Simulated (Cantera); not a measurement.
# Stirred combustor or abatement burner

A perfectly stirred reactor is fed with CH4 : O2 : N2 = 1 : 1.18 : 4.42 (molar parts), at 1.01 bar; it is adiabatic with a 550 K inlet, and is followed from long to short residence time, starting on the burning branch (τ in s: 0.28, 0.1, 0.039, 0.014, 0.0053, 0.002, 0.00072, 0.00027, 9.8e-05).

Model: GRI-Mech 3.0 (53 species, 325 reactions), integrated in Cantera.

```tsv
τ (s)	T (K)	x CH4	x O2	x NO	x CH3	x HO2	x N2O
0.28	1953	0.00142	8.99e-5	4.23e-5	0.000119	1.51e-8	6.15e-9
0.10	1958	0.00234	0.000222	4.02e-5	0.000227	3.85e-8	7.94e-9
0.039	1961	0.00331	0.000486	3.48e-5	0.000382	8.98e-8	8.48e-9
0.014	1960	0.00445	0.00110	2.77e-5	0.000638	2.27e-7	8.29e-9
0.0053	1951	0.00569	0.00234	2.07e-5	0.00100	5.71e-7	7.57e-9
0.0020	1926	0.00760	0.00513	1.30e-5	0.00155	1.61e-6	6.56e-9
0.00072	1824	0.0146	0.0166	2.72e-6	0.00239	8.05e-6	8.74e-9
0.00027	550	0.152	0.179	<1e-12	<1e-12	<1e-12	<1e-12
9.8e-5	550	0.152	0.179	<1e-12	<1e-12	<1e-12	<1e-12
```
x: mole fraction; the columns are a selection and need not sum to one.
